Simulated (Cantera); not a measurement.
A freely propagating, adiabatic, planar premixed flame of CH₄ : H₂ : O₂ : N₂ = 1 : 0.25 : 1.77 : 6.66 (molar parts), equivalence ratio 1.2, unburnt at 575 K and 5.00 bar; mixture-averaged transport, grid criteria slope 0.08 and curve 0.16, no radiation.

Computed with Cantera and GRI-Mech 3.0 (53 species, 325 reactions). Burning velocities carry a grid error of a few per cent, more on coarse grids.

Predict: laminar burning velocity; thermal thickness; peak x(H); peak x(O); peak x(CO).


```json
{
  "laminar_burning_velocity": "70.2 cm/s",
  "thermal_thickness": "0.100 mm",
  "peak x(H)": "0.00552",
  "peak x(O)": "0.000816",
  "peak x(CO)": "0.0577"
}
```
